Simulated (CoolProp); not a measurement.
C2F6 (R116) at 293.15 K and 10.8 MPa is throttled through a valve to 6.64 MPa with no heat exchange. Each further row changes one setting.

The numbers come from the reference Helmholtz-energy equation of state, Lemmon 2006 in CoolProp. It is a short technical equation, of lower accuracy than the large ones.

```csv
case,temperature change (K),final phase,final density (kg/m³)
as stated,[?],liquid,[?]
outlet pressure 1.99 MPa,[?],[?],[?]
outlet pressure 8.63 MPa,[?],liquid,1170
```

Some entries are withheld; supply them.


- as stated, temperature change (K): -1.9
- as stated, final density (kg/m³): 1130
- outlet pressure 1.99 MPa, temperature change (K): -17.1
- outlet pressure 1.99 MPa, final phase: two-phase, vapour fraction 0.239
- outlet pressure 1.99 MPa, final density (kg/m³): 526
- outlet pressure 8.63 MPa, temperature change (K): -0.8
